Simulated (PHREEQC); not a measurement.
A column of 0.1 m (30 cells, dispersivity 0.008 m, 720 s a shift, diffusion coefficient 3e-10 m²/s) holds 0.00098 eq of the database's cation exchanger X per kg of pore water, first in equilibrium with 0.00047 mol/kgw KCl, 0.077 mol/kgw KBr and 1e-05 mol/kgw HCl. It is flushed with 0.97 mmol/kgw MgSO4 and 0.01 mmol/kgw HCl, at 25 °C. Values are for the last cell. CO2 from the air is kept out. No solid was allowed to form.

The numbers come from PHREEQC with the ion-association model, phreeqc.dat.

| pore volumes | S in solution (mol/kgw) | Mg in solution (mol/kgw) | Br in solution (mol/kgw) | K in solution (mol/kgw) | Cl in solution (mol/kgw) | MgX2 on the exchanger (mol/kgw) | KX on the exchanger (mol/kgw) |
|---|---|---|---|---|---|---|---|
| 0 | 0 | 0 | 0.0770 | 0.0775 | 0.000480 | 0 | 0.000980 |
| 0.2833 | ___ | 3.45e-7 | 0.0770 | 0.0774 | 0.000480 | 4.47e-9 | 0.000980 |
| 0.4167 | 1.54e-5 | 1.30e-5 | 0.0758 | 0.0762 | 0.000473 | 1.73e-7 | 0.000980 |
| 0.6833 | 0.000207 | 0.000165 | 0.0606 | 0.0611 | 0.000380 | 3.36e-6 | 0.000973 |
| 0.95 | 0.000508 | 0.000354 | 0.0367 | 0.0372 | 0.000234 | 1.80e-5 | 0.000944 |
| 1.083 | 0.000635 | 0.000407 | 0.0266 | 0.0272 | 0.000172 | 3.55e-5 | 0.000909 |
| 1.35 | 0.000808 | 0.000449 | 0.0128 | 0.0136 | 8.83e-5 | 0.000108 | 0.000764 |
| 1.617 | 0.000897 | 0.000502 | 0.00577 | 0.00659 | 4.52e-5 | 0.000231 | 0.000518 |
| 1.75 | 0.000922 | 0.000555 | 0.00380 | 0.00456 | 3.32e-5 | 0.000296 | 0.000387 |
| 2.017 | 0.000950 | 0.000690 | 0.00162 | ___ | 1.99e-5 | 0.000395 | 0.000190 |
| 2.283 | 0.000961 | 0.000808 | 0.000677 | 0.000988 | 1.41e-5 | 0.000447 | 8.61e-5 |
| 2.417 | 0.000965 | 0.000851 | 0.000435 | 0.000665 | 1.27e-5 | 0.000461 | 5.74e-5 |
| 2.683 | 0.000968 | 0.000908 | 0.000179 | 0.000299 | 1.11e-5 | 0.000477 | 2.54e-5 |
| 2.95 | 0.000969 | 0.000939 | ___ | 0.000133 | 1.04e-5 | 0.000484 | 1.12e-5 |
| 3.083 | 0.000969 | 0.000949 | 4.67e-5 | 8.84e-5 | 1.03e-5 | 0.000486 | 7.42e-6 |
| 3.35 | 0.000970 | 0.000960 | 1.90e-5 | 3.90e-5 | 1.01e-5 | 0.000488 | 3.26e-6 |
| 3.617 | 0.000970 | 0.000965 | 7.70e-6 | 1.72e-5 | 1.00e-5 | 0.000489 | 1.43e-6 |
| 3.75 | 0.000970 | 0.000967 | 4.90e-6 | 1.14e-5 | 1.00e-5 | 0.000490 | 9.51e-7 |
| 4.017 | 0.000970 | 0.000968 | 1.99e-6 | 5.00e-6 | 1.00e-5 | 0.000490 | 4.17e-7 |

Complete the blanks.


- 0.2833, S in solution (mol/kgw): 4.31e-7
- 2.017, K in solution (mol/kgw): 0.00215
- 2.95, Br in solution (mol/kgw): 7.31e-5
